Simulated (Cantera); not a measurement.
**Low-pressure radical oxidation in H2/O2**

A perfectly stirred reactor is fed with 18.5 % H2, 59.5 % O2, 22.0 % N2, equivalence ratio 0.15, at 20.0 Torr; it is held at 1325 K, and followed from long to short residence time.

Cantera simulation using the H2/O2 subset of GRI-Mech 3.0, which has no nitrogen chemistry; the numbers are that mechanism's predictions, not measurements. Radical loss at walls, strong at low pressure, is not modelled. The temperature is held fixed by assumption; the heat of reaction is taken as removed at once.

```tsv
τ (s)	x H2	x O2	x H2O	x HO2	x O	x OH
12	8.00e-5	0.553	0.203	1.05e-6	0.000329	0.00101
4.1	0.000163	0.553	0.202	1.84e-6	0.000679	0.00145
1.4	0.000330	0.552	0.202	3.05e-6	0.00139	0.00207
0.48	0.000661	0.551	0.200	4.67e-6	0.00284	0.00296
0.16	0.00133	0.548	0.198	6.57e-6	0.00581	0.00423
0.056	0.00254	0.543	0.193	8.27e-6	0.0113	0.00589
0.019	0.00473	0.534	0.184	9.47e-6	0.0213	0.00804
0.0065	0.00809	0.520	0.169	9.82e-6	0.0360	0.0103
0.0022	0.0127	0.506	0.150	9.50e-6	0.0503	0.0122
0.00076	0.0201	0.502	0.133	9.07e-6	0.0551	0.0138
0.00026	0.0370	0.510	0.113	8.55e-6	0.0484	0.0151
```
x: mole fraction; the columns are a selection and need not sum to one.
